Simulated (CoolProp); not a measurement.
Model: reference Helmholtz-energy equation of state, Lemmon 2016, in CoolProp.

Problem. Give the vapour pressure (MPa), liquid density (kg/m³), vapour density (kg/m³), enthalpy of vaporisation (kJ/kg) of saturated R365MFC at 317.4, 350 K.

Solution. 
| T (K) | p (MPa) | liquid density (kg/m³) | vapour density (kg/m³) | enthalpy of vaporisation (kJ/kg) |
|---|---|---|---|---|
| 317.4 | 0.117 | 1210 | 6.91 | 186 |
| 350 | 0.323 | 1140 | 18.3 | 169 |
